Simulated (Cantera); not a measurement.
Input (Python, Cantera):

```python
import numpy as np
import cantera as ct

gas = ct.Solution("gri30.yaml")
gas.TPX = 1725, 320000, {'CH4': 1, 'H2O': 0.31, 'H2': 0.11}
inlet = ct.Reservoir(gas, clone=True)

reactor = ct.IdealGasConstPressureReactor(gas, energy="off", clone=False)
exhaust = ct.Reservoir(gas, clone=True)
tau = [3.6, 1.4, 0.56, 0.22, 0.087, 0.034, 0.014, 0.0053, 0.0021][0]
for a, b in ((inlet, reactor), (reactor, exhaust)):
    ct.MassFlowController(a, b, mdot=lambda t: reactor.mass / tau)
net = ct.ReactorNet([reactor])
show = ['CH4', 'H2O', 'H2', 'C2H', 'C2H2', 'H']

rows = []
print(f"{'tau/s':>10s}{'T/K':>9s}" + "".join(f"{s:>11s}" for s in show))
for tau in [3.6, 1.4, 0.56, 0.22, 0.087, 0.034, 0.014, 0.0053, 0.0021]:
    net.initial_time = 0.0
    net.advance(30 * tau)
    before = gas.X
    net.advance(40 * tau)
    drift = np.max(np.abs(gas.X - before) / (gas.X + 1e-9))
    rows.append([gas.T, *gas[show].X, drift])
    print(f"{tau:10.3e}{gas.T:9.1f}" + "".join(f"{x:11.3e}" for x in gas[show].X))
```

Result:

```
     tau/s      T/K        CH4        H2O         H2        C2H       C2H2          H
 3.600e+00   1725.0  6.428e-02  1.161e-02  7.017e-01  7.954e-08  1.018e-01  8.733e-05
 1.400e+00   1725.0  6.789e-02  2.490e-02  6.892e-01  8.530e-08  1.087e-01  8.618e-05
 5.600e-01   1725.0  7.486e-02  4.602e-02  6.683e-01  9.402e-08  1.191e-01  8.410e-05
 2.200e-01   1725.0  8.835e-02  7.438e-02  6.373e-01  1.042e-07  1.313e-01  8.058e-05
 8.700e-02   1725.0  1.134e-01  1.040e-01  5.966e-01  1.109e-07  1.401e-01  7.533e-05
 3.400e-02   1725.0  1.584e-01  1.298e-01  5.440e-01  1.092e-07  1.392e-01  6.809e-05
 1.400e-02   1725.0  2.252e-01  1.493e-01  4.800e-01  9.837e-08  1.264e-01  5.963e-05
 5.300e-03   1725.0  3.252e-01  1.679e-01  3.918e-01  7.814e-08  9.998e-02  4.896e-05
 2.100e-03   1725.0  4.358e-01  1.846e-01  2.967e-01  5.378e-08  6.714e-02  3.821e-05
```

Model: GRI-Mech 3.0 (53 species, 325 reactions), integrated in Cantera. GRI-Mech 3.0 stops at C3 and has no aromatics, soot or wall deposition, so with more carbon than oxygen in the feed, carbon stays in small species such as C2H2 where larger ones or solid carbon would form.
